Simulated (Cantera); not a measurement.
Feed: 1 mol C2F6, 0.014 mol CH4, 17 mol H2, equilibrated at 2875 K and 150 Torr.

Cantera equilibrium calculation (NASA polynomials, part measured and part estimated; ideal gas, pure solids and liquids). Candidate condensed phases: C, C6H6, C7H8, C8H18; 95 gas species. The feed counts by its element totals alone. Kinetics and transport are ignored.

Base state: H2 0.530, HF 0.273, H 0.172, C2H2 (acetylene) 0.0226, C2H 0.00104, F 0.000434, C4H2 0.000400, C3 0.000387 (mole fractions); condensed: C(graphite).

**Question.** What changes in the equilibrium state with this change: pressure from 150 Torr to 2.10 Torr?

**Answer.** 
```csv
species,before,after
H,0.172,0.669
HF,0.273,0.186
H2,0.530,0.112
C3,0.000387,0.0146
C2H2 (acetylene),0.0226,0.00311
CH3,2.68e-5,2.49e-7
C,7.32e-5,0.00422
C2,3.84e-5,0.00179
C4,9.03e-7,2.74e-5
C5,4.78e-6,0.000117
"C(graphite), mol",0.907,0
```
